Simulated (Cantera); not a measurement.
Charge: 1 mol Fe₂O₃, 1.8 mol C, 0.022 mol CO, held at 0.133 bar.

These are equilibrium values from Cantera (NASA tables, ideal gas, pure condensed phases), not measurements of a reactor. Candidate condensed phases: C, Fe, Fe(CO)₅, FeO, Fe₂O₃, Fe₃O₄; 15 gas species. Each liquid is taken as pure. Mutual solubility and eutectic melting of coexisting phases are not modelled. The tables' stoichiometric FeO is somewhat more stable than real wüstite, so its field is too wide. FeO: taken at fixed stoichiometry. Kinetics and transport are ignored.

Problem. Which condensed phases are stable at each of these points (T (K)): 1348, 1423, 1498, 1573, 1648, 1723, 1798, 1873?

Solution. 
```csv
T (K),condensed phases,Fe condensed (%)
1348,Fe(γ) + FeO(s),100.0
1423,Fe(γ) + FeO(s),100.0
1498,Fe(γ) + FeO(s),100.0
1573,Fe(γ) + FeO(s),100.0
1648,Fe(γ) + FeO(s),100.0
1723,Fe(δ) + FeO(l),100.0
1798,Fe(δ) + FeO(l),100.0
1873,Fe(l) + FeO(l),99.9
```

From 1348 K to 1648 K the condensed part is Fe(γ) + FeO(s). From 1723 K to 1798 K the condensed part is Fe(δ) + FeO(l). At 1873 K the condensed part is Fe(l) + FeO(l).
